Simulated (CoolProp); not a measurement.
Vapour-liquid equilibrium of hydrogen sulfide (1) + isobutane (2) at -59.85 °C; x and y are mole fractions of (1).

Values from CoolProp's multi-fluid Helmholtz-energy mixture model, Lemmon 2006 and Bücker 2006; pair parameters Kunz 2012.

```
x      bubble pressure (MPa)  y at the bubble point  dew pressure at overall composition x (MPa)  liquid density (mol/L)
-----  ---------------------  ---------------------  -------------------------------------------  ----------------------
0.05                 0.02074                  0.568                                     0.009831                   11.48
0.125                0.03708                  0.775                                      0.01064                   12.10
0.2                  0.05131                  0.849                                      0.01160                   12.78
0.275                0.06278                  0.884                                      0.01274                   13.51
0.35                 0.07143                  0.904                                      0.01414                   14.32
0.425                0.07767                  0.917                                      0.01587                   15.21
0.5                  0.08209                  0.925                                      0.01809                   16.21
0.575                0.08532                  0.932                                      0.02103                   17.32
0.65                 0.08795                  0.937                                      0.02511                   18.59
0.725                0.09048                  0.943                                      0.03115                   20.04
0.8                  0.09329                  0.952                                      0.04095                   21.71
0.875                0.09663                  0.964                                      0.05938                   23.68
0.95                  0.1006                  0.982                                      0.09278                   26.01
```

No azeotrope shows between x = 0.05 and 0.95.

The pair parameters rest on a limited set of measurements; away from them the model extrapolates. With so large a gap from Raoult's law the liquid may split in two, which this calculation doesn't test in full.
